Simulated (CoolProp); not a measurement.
Saturation properties of fluorine (Tc = 144.4 K, pc = 5.240 MPa, ω = 0.045).

Computed with CoolProp (reference Helmholtz-energy equation of state, de Reuck 1990).

```tsv
T (K)	p (MPa)	liquid density (kg/m³)	vapour density (kg/m³)	liquid cp (kJ/(kg K))	surface tension (mN/m)
92.7	0.2254	1446	11.82	1.542	11.4
96.4	0.3159	1418	16.18	1.562	10.4
100	0.4275	1390	21.49	1.585	9.46
103.7	0.5702	1360	28.24	1.614	8.51
107.3	0.7398	1329	36.25	1.648	7.60
111	0.9496	1296	46.23	1.692	6.69
114.7	1.199	1261	58.31	1.747	5.80
118.3	1.484	1225	72.49	1.816	4.95
122	1.824	1186	90.14	1.914	4.11
125.6	2.206	1143	111.1	2.047	3.32
129.3	2.656	1095	137.9	2.254	2.55
133	3.168	1039	172.2	2.596	1.81
136.6	3.734	972.5	216.8	3.240	1.14
140.3	4.392	881.3	285.3	5.061	0.522
```

It boils at 85.0 K under 1 atm.

Surface tension comes from a separate correlation (Mulero 2012).
